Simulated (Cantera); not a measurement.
A closed system holds: 1 mol SiC, 0.34 mol CO2, 2.7 mol H2, held at 1000 Pa.

Cantera equilibrium calculation (NASA polynomials, part measured and part estimated; ideal gas, pure solids and liquids). Candidate condensed phases: C, C6H6, C7H8, C8H18, H2O, Si, SiC, SiO2; 123 gas species. Mutual solubility and eutectic melting of coexisting phases are not modelled. The tables hold silica as quartz up to 1696 K and as liquid above; real silica turns to tridymite and cristobalite and melts near 1996 K. Kinetics and transport are ignored. All values below are at 1348 K.

Base state: H2 0.856, CO 0.144, SiO 0.000147, CH4 4.15e-5, H 2.14e-5 (mole fractions); condensed: SiC(s) + SiO2(β-quartz).

**Question.** What changes in the equilibrium state with this change: pressure from 1000 Pa to 52.0 Pa?

**Answer.** 
```json
[
 {"species": "H2", "before": "0.856", "after": "0.848"},
 {"species": "CO", "before": "0.144", "after": "0.145"},
 {"species": "SiO", "before": "0.000147", "after": "0.00754"},
 {"species": "CH4", "before": "4.15e-5", "after": "2.96e-7"},
 {"species": "H", "before": "2.14e-5", "after": "9.34e-5"},
 {"species": "SiC(s), mol", "before": "0.886", "after": "0.879"},
 {"species": "SiO2(β-quartz), mol", "before": "0.113", "after": "0.0973"}
]
```
